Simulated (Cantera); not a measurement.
Feed: 1 mol MgCl2, 0.096 mol H2O, 200 mol N2, held at 1900 °C and 910 Pa.

Cantera equilibrium calculation (NASA polynomials, part measured and part estimated; ideal gas, pure solids and liquids). Candidate condensed phases: H2O, Mg, MgCl2, MgO, Mg(OH)2, NH4Cl; 38 gas species. Rates play no part.

Base state: N2 0.987, Cl 0.00666, Mg 0.00358, MgCl2 0.00117, HCl 0.000689, H 0.000193, NO 0.000193, MgCl 0.000181 (mole fractions); condensed: gas only.

Q: What changes in the equilibrium state with this change: N2 from 200 to 0.32 mol?

A: 
```csv
species,before,after
MgCl2,0.00117,0.575
N2,0.987,0.213
HCl,0.000689,0.109
Cl,0.00666,0.0616
Mg,0.00358,0.0206
H2O,9.60e-6,0.00333
H2,1.46e-5,0.00426
MgOH,4.14e-7,4.85e-5
"MgO(s), mol",0,0.0897
```
